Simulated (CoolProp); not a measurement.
A simple Rankine cycle with water: condensing at 325.15 K, boiler at 19.3 MPa, turbine inlet 650.8 K, turbine efficiency 0.65, pump efficiency 0.8, no recuperator. Each further row changes one setting.

Values from CoolProp's reference Helmholtz-energy equation of state, Wagner 2002.

```
case                             thermal efficiency (%)  net work (kJ/kg)  heat in (kJ/kg)  turbine exit temperature (K)  volume ratio over the turbine
-------------------------------  ----------------------  ----------------  ---------------  ----------------------------  -----------------------------
as stated                                          24.5               ___             2440                         325.2                            968
turbine inlet 670.8 K                              25.0               647              ___                         325.2                            857
condensing temperature 317.15 K                    25.2               622             2470                         317.2                            ___
boiler pressure 13.5 MPa                           24.6               ___             2690                         325.2                            565
turbine efficiency 0.55                             ___               ___             2440                         325.2                            ___
```

### Question
Complete the blanks.

### Answer

- as stated, net work (kJ/kg): 598
- turbine inlet 670.8 K, heat in (kJ/kg): 2590
- condensing temperature 317.15 K, volume ratio over the turbine: 1410
- boiler pressure 13.5 MPa, net work (kJ/kg): 662
- turbine efficiency 0.55, thermal efficiency (%): 20.6
- turbine efficiency 0.55, net work (kJ/kg): 502
- turbine efficiency 0.55, volume ratio over the turbine: 1020

The expansion ends wet for: as stated; turbine inlet 670.8 K; condensing temperature 317.15 K; boiler pressure 13.5 MPa; turbine efficiency 0.55.
